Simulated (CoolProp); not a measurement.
Isobutane at 251.46 K and 0.0393 MPa is compressed adiabatically to 0.293 MPa with isentropic efficiency 0.7. Each further row changes one setting.

Model: reference Helmholtz-energy equation of state, Bücker 2006, in CoolProp.

```tsv
case	work (kJ/kg)	final temperature (K)	final density (kg/m³)
as stated	110	323.6	6.74
efficiency 1	76.7	305.6	7.24
efficiency 0.65	118	328.2	6.63
```
